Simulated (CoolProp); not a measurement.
Vapour-liquid equilibrium of R143a (1) + R236FA (2) at 260.7 K; x and y are mole fractions of (1).

Computed with CoolProp (multi-fluid Helmholtz-energy mixture model, Lemmon and Jacobsen 2000 and Pan 2012; pair parameters Bell 2016).

| x | bubble pressure, mixture model (kPa) | bubble pressure, Raoult's law (kPa) | y, mixture model | y, Raoult's law |
|---|---|---|---|---|
| 0.05 | 77.15 | 80.20 | 0.221 | 0.257 |
| 0.2 | 122.9 | 132.6 | 0.579 | 0.622 |
| 0.35 | 172.0 | 185.1 | 0.751 | 0.780 |
| 0.5 | 224.0 | 237.5 | 0.850 | 0.868 |
| 0.65 | 278.4 | 290.0 | 0.914 | 0.924 |
| 0.8 | 334.7 | 342.4 | 0.958 | 0.963 |
| 0.95 | 392.7 | 394.9 | 0.991 | 0.992 |

The largest gap from Raoult's law is -7.3 % in bubble pressure, at x = 0.2. No azeotrope shows between x = 0.05 and 0.95.

The pair parameters rest on a limited set of measurements; away from them the model extrapolates.
